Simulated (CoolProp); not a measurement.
A single-stage vapour-compression cycle with the fluid: evaporating at 276.15 K (dew point), condensing at 308.15 K (bubble point), superheat 8 K, subcooling 5 K, compressor efficiency 0.75, no pressure losses. The same conditions are run with several fluids, on thermodynamics alone (safety and materials aside).

Computed with CoolProp (reference Helmholtz-energy equation of state of each fluid (R113: Marx 1992; the fluoroketone C6F12O (FK-5-1-12): McLinden 2015; R1233zd(E): Akasaka 2022; n-butane: Bücker 2006; R404A: Lemmon 2003; dimethyl ether: Wu 2011)). Blends and air are pseudo-pure fits.

```csv
fluid,cooling COP,pressure ratio,discharge temperature (K),refrigerating effect (kJ/kg),volumetric capacity (kJ/m³)
R113,6.02,3.77,320.6,138,192
the fluoroketone C6F12O (FK-5-1-12),5.60,4.16,308.2,77.9,154
R1233zd(E),5.98,3.33,324.2,176,550
n-butane,5.93,2.84,320.7,331,981
R404A,5.31,2.45,324.7,131,4190
dimethyl ether,5.86,2.64,334.2,379,2340
```

The compression ends wet for: the fluoroketone C6F12O (FK-5-1-12).
